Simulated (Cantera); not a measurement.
An adiabatic, constant-pressure homogeneous reactor starts with CH₄ : O₂ : N₂ = 1 : 1.33 : 10.4 (molar parts), at 1425 K and 4.90 bar. Integrator tolerance rtol = 1e-08.

Detailed kinetics in Cantera: GRI-Mech 3.0 (53 species, 325 reactions).

Question: What does this change do: initial temperature 1425 to 1225 K?

Answer: 
| quantity | before | after |
|---|---|---|
| time of steepest temperature rise | 1.90 ms | 19.2 ms |
| temperature at 3.00 s | 2304 K | 2122 K |
| equilibrium temperature | 2304 K | 2122 K |
| x(CH₄) at 3.00 s | 9.49e-12 (gas-phase equilibrium 1.07e-11) | 2.70e-11 (gas-phase equilibrium 3.05e-11) |
| x(O₂) at 3.00 s | 4.57e-6 (gas-phase equilibrium 4.57e-6) | 4.44e-7 (gas-phase equilibrium 4.44e-7) |
| x(CO) at 3.00 s | 0.0535 (gas-phase equilibrium 0.0535) | 0.0523 (gas-phase equilibrium 0.0523) |
| x(CH₂O) at 3.00 s | 4.86e-9 (gas-phase equilibrium 4.86e-9) | 4.92e-9 (gas-phase equilibrium 4.92e-9) |
| x(CH₂) at 3.00 s | <1e-12 (gas-phase equilibrium <1e-12) | <1e-12 (gas-phase equilibrium <1e-12) |

Question: What does this change do: N2 10.4 to 16 parts?

Answer: 
```tsv
quantity	before	after
time of steepest temperature rise	1.90 ms	3.09 ms
temperature at 3.00 s	2304 K	2065 K
equilibrium temperature	2304 K	2065 K
x(CH₄) at 3.00 s	9.49e-12 (gas-phase equilibrium 1.07e-11)	1.36e-11 (gas-phase equilibrium 1.54e-11)
x(O₂) at 3.00 s	4.57e-6 (gas-phase equilibrium 4.57e-6)	1.99e-7 (gas-phase equilibrium 1.99e-7)
x(CO) at 3.00 s	0.0535 (gas-phase equilibrium 0.0535)	0.0366 (gas-phase equilibrium 0.0366)
x(CH₂O) at 3.00 s	4.86e-9 (gas-phase equilibrium 4.86e-9)	2.46e-9 (gas-phase equilibrium 2.46e-9)
x(CH₂) at 3.00 s	<1e-12 (gas-phase equilibrium <1e-12)	<1e-12 (gas-phase equilibrium <1e-12)
```
